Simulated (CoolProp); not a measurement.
R1336mzz(E) along the isobar 57 bar: fugacity coefficient from the reference equation and from simpler models built on Tc = 403.5 K, pc = 27.79 bar, ω = 0.413; each cubic takes its own stable root.

Computed with CoolProp (reference Helmholtz-energy equation of state, Akasaka 2023).

```tsv
T (K)	phase	reference
298	liquid	0.04114
307.3	liquid	0.05504
316.7	liquid	0.07209
326	liquid	0.09210
335.3	liquid	0.1153
344.7	liquid	0.1421
354	liquid	0.1719
363.3	liquid	0.2047
372.7	liquid	0.2408
382	liquid	0.2790
391.3	liquid	0.3193
400.7	liquid	0.3617
410	supercritical	0.4047
```

Task: How far does each simpler model (van der Waals, Peng-Robinson) lie from the reference over these 13 states: mean and median of the absolute difference, and the worst?

Result: 
- van der Waals: mean 103.8 %, median 74.6 %, worst +298.2 % at 298 K and 57 bar
- Peng-Robinson: mean 0.9 %, median 0.9 %, worst +1.2 % at 372.7 K and 57 bar
